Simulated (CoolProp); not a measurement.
Hexamethyldisiloxane (MM) at 576.24 K and 6.97 MPa is throttled through a valve to 2.16 MPa with no heat exchange. Each further row changes one setting.

Model: reference Helmholtz-energy equation of state, Thol 2016, in CoolProp.

```
case                       temperature change (K)    final phase  final density (kg/m³)
-------------------------  ----------------------  -------------  ---------------------
as stated                              (withheld)  supercritical                    133
outlet pressure 0.648 MPa              (withheld)            gas                   27.2
outlet pressure 2.81 MPa               (withheld)  supercritical             (withheld)
```

### Question
Some entries are withheld; supply them.

### Answer

- as stated, temperature change (K): -28.5
- outlet pressure 0.648 MPa, temperature change (K): -46.8
- outlet pressure 2.81 MPa, temperature change (K): -18.9
- outlet pressure 2.81 MPa, final density (kg/m³): 207
